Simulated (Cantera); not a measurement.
Cantera with NASA thermochemical tables; ideal gases at 1 bar, condensed phases pure. Values are per mole of reaction as written; species without (g) are pure solids or liquids, kept so even where they would boil at 1 bar. VN: taken at fixed stoichiometry.

Q: Between 723 and 1523 K, where is each reaction favourable under standard conditions?
- N2O(g) + 3 V2O3 → 2 VN + 2 V2O5
- 2 VN + O(g) → 2 V + N2O(g)

A: 
- N2O(g) + 3 V2O3 → 2 VN + 2 V2O5: ΔG° is 170 kJ at 723 K and 234 kJ at 1523 K; it stays positive (K < 1). ΔH° is 170 kJ and ΔS° -42 J/K at 1523 K.
- 2 VN + O(g) → 2 V + N2O(g): ΔG° is 239 kJ at 723 K and 219 kJ at 1523 K; it stays positive (K < 1). ΔH° is 251 kJ and ΔS° 22 J/K at 1523 K.
